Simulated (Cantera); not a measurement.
Halide evaporation, hydrolysis and transport: CuF2 + H2 + N2

Input: 1 mol CuF2, 0.39 mol H2, 0.47 mol N2, equilibrated at 0.133 bar.

Equilibrium computed with Cantera from the NASA thermochemical tables; the gas is ideal and each condensed phase is pure. Candidate condensed phases: Cu, CuF2; 25 gas species. Mutual solubility and eutectic melting of coexisting phases are not modelled. Equilibrium is a limit: real reactors are often held back by kinetics, nucleation or transport.

From 875 K to 1100 K the condensed part is Cu(s) + CuF2(s). From 1175 K to 1325 K the condensed part is Cu(s) + CuF2(l). The main Cu-bearing gas is CuF throughout.

```
T (K)   x HF   x N2     x CuF    x CuF2   x H2F2  n Cu(s)  n CuF2(s)  n CuF2(l)
-----  -----  -----  --------  --------  -------  -------  ---------  ---------
875    0.624  0.376   1.43e-6   1.13e-6  3.38e-6    0.390      0.610          0
950    0.624  0.376   2.07e-5   1.81e-5  2.46e-6    0.390      0.610          0
1025   0.624  0.376  0.000199  0.000189  1.88e-6    0.390      0.610          0
1100   0.622  0.375   0.00139   0.00140  1.48e-6    0.389      0.607          0
1175   0.617  0.371   0.00633   0.00565  1.19e-6    0.386          0      0.599
1250   0.598  0.360    0.0232    0.0181  9.47e-7    0.375          0      0.571
1325   0.548  0.330    0.0725    0.0498  6.82e-7    0.338          0      0.487
```
x: gas mole fraction; n: condensed amount in mol.
